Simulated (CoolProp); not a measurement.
Vapour-liquid equilibrium of cyclohexane (1) + dimethyl carbonate (2) at 472.2 K; x and y are mole fractions of (1).

Computed with CoolProp (multi-fluid Helmholtz-energy mixture model, Zhou 2014 and Zhou 2011; pair parameters Bell 2016).

**Question.** Give the bubble pressure and the first vapour's composition at x = 0.425, 0.5, 0.875. Is there an azeotrope?

**Answer.** x = 0.425: 1.684 MPa, y = 0.455; x = 0.5: 1.692 MPa, y = 0.505; x = 0.875: 1.518 MPa, y = 0.804. y crosses x between x = 0.5 and 0.575: the model has an azeotrope there.

The pair parameters rest on a limited set of measurements; away from them the model extrapolates.
